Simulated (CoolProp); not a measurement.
Vapour-liquid equilibrium of carbon monoxide (1) + methane (2) at 111.4 K; x and y are mole fractions of (1).

Computed with CoolProp (multi-fluid Helmholtz-energy mixture model, Lemmon 2006 and Setzmann 1991; pair parameters Kunz 2012).

```csv
x,"bubble pressure, mixture model (MPa)","bubble pressure, Raoult's law (MPa)","y, mixture model","y, Raoult's law"
0.05,0.1583,0.1522,0.392,0.381
0.125,0.2508,0.2318,0.635,0.626
0.2,0.3445,0.3115,0.749,0.745
0.275,0.4363,0.3911,0.813,0.816
0.35,0.5240,0.4707,0.855,0.863
0.425,0.6061,0.5504,0.883,0.896
0.5,0.6825,0.6300,0.904,0.921
0.575,0.7536,0.7096,0.921,0.941
0.65,0.8209,0.7893,0.935,0.956
0.725,0.8866,0.8689,0.948,0.969
0.8,0.9533,0.9486,0.960,0.979
0.875,1.024,1.028,0.973,0.988
0.95,1.103,1.108,0.988,0.996
```

The largest gap from Raoult's law is +11.6 % in bubble pressure, at x = 0.275. No azeotrope shows between x = 0.05 and 0.95.

The pair parameters rest on a limited set of measurements; away from them the model extrapolates. The gap from Raoult's law changes sign with composition, which may be real or a fault of the pair parameters; it wasn't checked against measurements.
